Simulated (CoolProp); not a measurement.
Vapour-liquid equilibrium of toluene (1) + o-xylene (2) at 0.632 MPa; x and y are mole fractions of (1).

Model: multi-fluid Helmholtz-energy mixture model, Lemmon 2006 and Zhou 2012; pair parameters Bell 2016, in CoolProp.

```json
[
 {"x": "0.05", "bubble temperature (°C)": "227.6", "y at the bubble point": "0.082", "dew temperature at overall composition x (°C)": "228.5", "liquid density (mol/L)": "6.426"},
 {"x": "0.2", "bubble temperature (°C)": "220.5", "y at the bubble point": "0.305", "dew temperature at overall composition x (°C)": "223.9", "liquid density (mol/L)": "6.590"},
 {"x": "0.35", "bubble temperature (°C)": "213.8", "y at the bubble point": "0.492", "dew temperature at overall composition x (°C)": "218.9", "liquid density (mol/L)": "6.755"},
 {"x": "0.5", "bubble temperature (°C)": "207.6", "y at the bubble point": "0.646", "dew temperature at overall composition x (°C)": "213.5", "liquid density (mol/L)": "6.919"},
 {"x": "0.65", "bubble temperature (°C)": "201.9", "y at the bubble point": "0.774", "dew temperature at overall composition x (°C)": "207.4", "liquid density (mol/L)": "7.083"},
 {"x": "0.8", "bubble temperature (°C)": "196.8", "y at the bubble point": "0.881", "dew temperature at overall composition x (°C)": "200.7", "liquid density (mol/L)": "7.248"},
 {"x": "0.95", "bubble temperature (°C)": "192.0", "y at the bubble point": "0.972", "dew temperature at overall composition x (°C)": "193.2", "liquid density (mol/L)": "7.417"}
]
```

No azeotrope shows between x = 0.05 and 0.95.

Pair parameters are fitted to limited data, so mixtures are less certain than the pure fluids.
